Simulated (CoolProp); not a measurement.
Vapour-liquid equilibrium of ethylene (1) + propane (2) at 220.2 K; x and y are mole fractions of (1).

Computed with CoolProp (multi-fluid Helmholtz-energy mixture model, Smukala 2000 and Lemmon 2009; pair parameters Bell 2016).

Give the bubble pressure and the first vapour's composition at x = 0.05, 0.275, 0.35. Is there an azeotrope?

x = 0.05: 0.1084 MPa, y = 0.454; x = 0.275: 0.3194 MPa, y = 0.846; x = 0.35: 0.3872 MPa, y = 0.882. No azeotrope shows between x = 0.05 and 0.95.

The pair parameters rest on a limited set of measurements; away from them the model extrapolates. The gap from Raoult's law changes sign with composition, which may be real or a fault of the pair parameters; it wasn't checked against measurements.
